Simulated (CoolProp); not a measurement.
Properties of hydrogen sulfide at several states (Tc = 373.1 K, pc = 8.999 MPa, ω = 0.101).

Computed with CoolProp (reference Helmholtz-energy equation of state, Lemmon 2006). It is a short technical equation, of lower accuracy than the large ones.

| T (K) | p (MPa) | phase | density (kg/m³) |
|---|---|---|---|
| 536.8 | 0.189 | gas | 1.446 |
| 580.2 | 0.0303 | gas | 0.2141 |
| 275.9 | 0.733 | gas | 11.78 |
| 608.8 | 0.785 | gas | 5.312 |
| 230.6 | 0.0788 | gas | 1.420 |
| 435.9 | 37.8 | supercritical | 573.0 |
